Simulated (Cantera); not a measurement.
Premixed flame

A freely propagating, adiabatic, planar premixed flame of 31.6 % H2, 14.4 % O2, 54.0 % N2, equivalence ratio 1.1, unburnt at 600 K and 3980 Torr; mixture-averaged transport, grid criteria slope 0.08 and curve 0.16, no radiation.

Model: the H2/O2 subset of GRI-Mech 3.0, which has no nitrogen chemistry, integrated in Cantera. The hydrogen kinetics of GRI-Mech 3.0 are dated; newer H2 mechanisms differ, most at raised pressure. Burning velocities carry a grid error of a few per cent, more on coarse grids.

```
z (mm)   T (K)  u (m/s)    x H2     x O2   x H2O2     x HO2      x H     x OH
-------  -----  -------  ------  -------  -------  --------  -------  -------
-0.164     600     7.71   0.316    0.144    <1e-8     <1e-8    <1e-8    <1e-8
-0.109     600     7.71   0.316    0.144    <1e-8     <1e-8    <1e-8    <1e-8
-0.0819    600     7.71   0.316    0.144    <1e-8     <1e-8    <1e-8    <1e-8
-0.0546    600     7.71   0.315    0.144  1.14e-8   8.41e-7    <1e-8    <1e-8
-0.0273    631     7.99   0.304    0.145  1.04e-5  0.000421  4.83e-5  3.41e-5
-0.0136    909     11.1   0.260    0.139  6.97e-5  0.000799  0.00344  0.00120
0         1398     16.5   0.171    0.101  2.08e-5  0.000362   0.0215  0.00415
0.0136    1744     20.3  0.0961   0.0503  4.65e-6  0.000156   0.0376   0.0104
0.0273    1925     22.3  0.0674   0.0270  2.87e-6   7.40e-5   0.0388   0.0149
0.0546    2105     24.1  0.0567   0.0161  1.73e-6   3.64e-5   0.0308   0.0176
0.109     2271     25.8  0.0524   0.0115  1.14e-6   2.03e-5   0.0207   0.0173
0.218     2411     27.1  0.0472  0.00787  8.15e-7   1.08e-5   0.0129   0.0151
0.437     2512     28.0  0.0420  0.00501  5.92e-7   5.62e-6  0.00795   0.0123
```
x: mole fraction of selected species; z is measured from the peak of heat release.

- laminar burning velocity = 771 cm/s
- thermal thickness = 0.0546 mm
- peak x(H2O2) = 7.04e-5
- peak x(HO2) = 0.000978
- peak x(H) = 0.0396
- peak x(OH) = 0.0178
